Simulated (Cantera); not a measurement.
An adiabatic, constant-volume homogeneous reactor starts with 4.83 % CH4, 0.918 % H2, 19.9 % O2, 74.4 % N2, equivalence ratio 0.51, at 1675 K and 9.87 atm.

Detailed kinetics in Cantera: GRI-Mech 3.0 (53 species, 325 reactions).

Problem. Predict: time of steepest temperature rise; temperature at 0.400 s; equilibrium temperature; x(H2) at 0.400 s; x(O2) at 0.400 s; x(CO) at 0.400 s.

Solution. 
```
Item                                                                 Value
---------------------------------  ---------------------------------------
time of steepest temperature rise                                  20.5 µs
temperature at 0.400 s                                              2784 K
equilibrium temperature                                             2784 K
x(H2) at 0.400 s                   0.00168 (gas-phase equilibrium 0.00168)
x(O2) at 0.400 s                     0.0845 (gas-phase equilibrium 0.0845)
x(CO) at 0.400 s                   0.00515 (gas-phase equilibrium 0.00515)
```
